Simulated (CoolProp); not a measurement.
Aqueous ethanol as a coolant, at -13 °C, 1 atm.

Computed with CoolProp (Melinder's fits for secondary coolants).

```tsv
mass %	freezing point (°C)	conductivity (W/(m K))	cp (kJ/(kg K))	density (kg/m³)	viscosity (mPa s)
25.5	-15.9	0.410	4.249	974.4	13.9
29.6	-19.8	0.391	4.123	971.0	14.9
33.6	-23.6	0.373	3.989	966.8	15.4
37.7	-27.4	0.356	3.851	961.4	15.4
41.7	-31.0	0.340	3.721	955.2	14.9
45.8	-34.4	0.324	3.595	947.9	14.1
```
